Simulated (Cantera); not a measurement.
## Catalytic stagnation flow on Pt

A jet of 3.58 % CH4, 17.9 % O2, 78.5 % N2, equivalence ratio 0.40 at 300 K and 0.220 bar hits a platinum plate 8.8 cm away at a mass flux of 0.19 kg/m²/s; the plate temperature is set and raised in steps from an oxygen-covered start.

Computed with Cantera and Deutschmann's 1995 Pt surface mechanism with GRI-Mech 3.0 gas chemistry. Catalytic surfaces can have several steady states; this one follows from the mechanism file's or the stated starting coverage.

```
plate T (K)  wall x CH4  wall x O2  wall x H2O  wall x OH  wall x CO  wall x CO2  θ free Pt   θ O*    θ OH*
-----------  ----------  ---------  ----------  ---------  ---------  ----------  ---------  -----  -------
900              0.0247      0.155      0.0207    2.36e-8    7.97e-6      0.0136      0.144  0.854  0.00157
950              0.0183      0.141      0.0326    7.35e-8    8.14e-6      0.0215      0.203  0.795  0.00185
1000             0.0131      0.130      0.0422    2.06e-7    7.82e-6      0.0279      0.267  0.731  0.00192
1050            0.00941      0.123      0.0488    5.07e-7    7.44e-6      0.0324      0.332  0.666  0.00186
1100            0.00699      0.118      0.0531    1.12e-6    7.19e-6      0.0352      0.396  0.602  0.00173
```
x: mole fraction at the wall; θ: surface coverage.
